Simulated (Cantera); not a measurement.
A closed system holds: 1 mol MgO, 51 mol HCl, 0.075 mol O2, equilibrated at 1200 °C and 1.10 Pa.

Method: chemical equilibrium by Gibbs-energy minimisation in Cantera with the NASA 1993 tables (ideal gas, pure condensed phases). Candidate condensed phases: H2O, Mg, MgCl2, MgO, Mg(OH)2; 22 gas species. Rates play no part.

Base state: HCl 0.920, Cl 0.0276, H2O 0.0222, MgCl2 0.0193, H2 0.0107, H 0.000395, OH 2.14e-5 (mole fractions); condensed: gas only.

Q: What changes in the equilibrium state with this change: O2 from 0.075 to 0.53 mol?

A: 
```json
[
 {"species": "HCl", "before": "0.920", "after": "0.890"},
 {"species": "Cl", "before": "0.0276", "after": "0.0474"},
 {"species": "H2O", "before": "0.0222", "after": "0.0393"},
 {"species": "H2", "before": "0.0107", "after": "0.00339"},
 {"species": "MgCl2", "before": "0.0193", "after": "0.0191"},
 {"species": "O2", "before": "6.76e-7", "after": "2.11e-5"},
 {"species": "OH", "before": "2.14e-5", "after": "6.72e-5"},
 {"species": "Cl2", "before": "3.54e-6", "after": "1.05e-5"}
]
```
